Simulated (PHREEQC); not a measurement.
1 kg of water holding 0.0053 mol/kgw SrCl2, 0.08 mol/kgw CaCl2 and 0.076 mol/kgw NaCl is evaporated at 15 °C; the solids stay in contact with the brine. The system is closed to CO2. The run lets Halite, Portlandite precipitate or redissolve, and no other solid.

The series has 22 steps of water left (kg), from 1 to 0.01627.

Equilibrium calculation in PHREEQC: Pitzer model, pitzer.dat.

Problem. Which solids form, in which order, and at which step of the series does each first stand?

Solution. Halite from water left = 0.0293 kg.
